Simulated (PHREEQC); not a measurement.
A made-up water analysis in mg/L, 20 °C, pH 7.04, pe 11.3:

| constituent | mg/L |
|---|---|
| Na | 0.759 |
| K | 33.4 |
| Ca | 184 |
| Mg | 14.1 |
| Cl | 258 |
| S(6) as SO4 | 96.9 |
| Alkalinity as HCO3 | 143 |
| B | 0.0733 |
| Li | 2.46 |
| O(0) (dissolved oxygen) | 0.315 |
| Cu(2) | 21.7 |
| Si as SiO2 | 1.44 |

Valence states are taken as typed.

Equilibrium calculation in PHREEQC: ion-association model, wateq4f.dat.

This is a speciation only: nothing precipitates in the calculation.

Task: Predict the ionic strength, charge-balance error.

Result: ionic strength 0.0165 mol/kgw; charge-balance error 2.9 %.

Task: In which forms is Cu present?

Result: CuCO3 41 %, Cu(OH)2 26 %, Cu+2 17 %, CuHCO3+ 9.4 %, Cu2(OH)2+2 4.0 %, CuOH+ 1.3 % of the Cu.

Saturation is exceeded, for instance for Malachite, Brochantite; the values hold only as long as no solid forms. Complexes and solids missing from the database can't appear. The database's constant for dissolved Cu(OH)2 is higher than later reviews accept.
